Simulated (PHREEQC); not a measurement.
0.073 g of hydrous ferric oxide (600 m²/g; 0.2 weak and 0.005 strong sites per Fe, Dzombak-Morel constants, diffuse double layer) in 1 kg of water with 0.005 mol/kgw of an inert sodium salt and 7.2e-06 mol ZnSO4, at 25 °C; the pH is set by adding NaOH or the inert anion's acid. Oxygen alone is held at its pressure in air (log pO2 = -0.68). CO2 from the air is kept out. Precipitation was switched off in this run.

The series has 17 steps of pH, from 3 to 9.

Model: ion-association model, wateq4f.dat, run in PHREEQC.

**Question.** Near which pH is half of the S sorbed, and on which side is more sorbed?

**Answer.** Near pH 6.3, with more sorbed at lower pH.

**Question.** Near which pH is half of the Zn sorbed, and on which side is more sorbed?

**Answer.** Near pH 6.6, with more sorbed at higher pH.

The oxide is taken as insoluble; below pH 4 it would dissolve.
